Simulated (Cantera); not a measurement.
An isothermal, constant-pressure homogeneous reactor starts with 80.0 % NH3, 20.0 % H2, at 2198 K and 0.0263 atm.

Computed with Cantera and the gas-phase N/H chemistry of the illustrative SiF4/NH3 mechanism in the Surface Chemkin manual (1991). Walls and surfaces, which speed up NH3 decomposition in real reactors, are not modelled.

Question: Predict: x(NH3) at 2.00 s; x(H2) at 2.00 s; x(NH) at 2.00 s; x(H) at 2.00 s.

Answer: 
- x(NH3) at 2.00 s = 4.42e-6 (gas-phase equilibrium 1.21e-7)
- x(H2) at 2.00 s = 0.755 (gas-phase equilibrium 0.751)
- x(NH) at 2.00 s = 3.87e-7 (gas-phase equilibrium 1.47e-8)
- x(H) at 2.00 s = 0.0254 (gas-phase equilibrium 0.0298)
